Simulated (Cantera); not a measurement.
Feed: 1 mol SiC, 0.16 mol Si, 0.18 mol N₂, at 2375 K and 1 atm.

Cantera equilibrium calculation (NASA polynomials, part measured and part estimated; ideal gas, pure solids and liquids). Candidate condensed phases: C, Si, SiC, Si₃N₄; 20 gas species. Mutual solubility and eutectic melting of coexisting phases are not modelled. The tables' values for SiN are old estimates; treat these amounts as uncertain. The numbers say what is thermodynamically allowed, not how fast it happens.

Base state: N₂ 0.998, Si 0.00175, SiN 0.000216, Si₂N 0.000209, Si₂C 0.000178, Si₂ 3.84e-5 (mole fractions); condensed: Si(l) + SiC(s).

### Question
What changes in the equilibrium state with this change: temperature from 2375 K to 1798 K?

### Answer
```csv
species,before,after
N₂,0.998,1.00
Si,0.00175,1.26e-7
SiN,0.000216,5.65e-8
Si₂C,0.000178,1.32e-9
Si₂N,0.000209,3.76e-9
"Si(l), mol",0.160,0
"SiC(s), mol",1.000,1.00
"Si₃N₄(s), mol",0,0.0533
```
